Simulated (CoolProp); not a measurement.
A simple Rankine cycle with vinyl chloride: condensing at 290.15 K, boiler at 0.955 MPa, turbine inlet 429 K, turbine efficiency 0.8, pump efficiency 0.7, no recuperator. Each further row changes one setting.

The numbers come from the reference Helmholtz-energy equation of state, Thol 2022 in CoolProp.

```
case                             thermal efficiency (%)  net work (kJ/kg)  heat in (kJ/kg)  turbine exit temperature (K)  volume ratio over the turbine
-------------------------------  ----------------------  ----------------  ---------------  ----------------------------  -----------------------------
as stated                                           9.7               [?]              461                         379.3                           2.82
condensing temperature 282.15 K                    11.5               [?]              473                         368.7                           3.58
boiler pressure 0.668 MPa                           6.9              31.9              [?]                           [?]                            [?]
turbine efficiency 0.7                              8.5              39.1              461                           [?]                           2.87
```

Problem. Some entries are withheld; supply them.

Solution. 
- as stated, net work (kJ/kg): 44.8
- condensing temperature 282.15 K, net work (kJ/kg): 54.6
- boiler pressure 0.668 MPa, heat in (kJ/kg): 464
- boiler pressure 0.668 MPa, turbine exit temperature (K): 395.3
- boiler pressure 0.668 MPa, volume ratio over the turbine: 2.03
- turbine efficiency 0.7, turbine exit temperature (K): 384.8
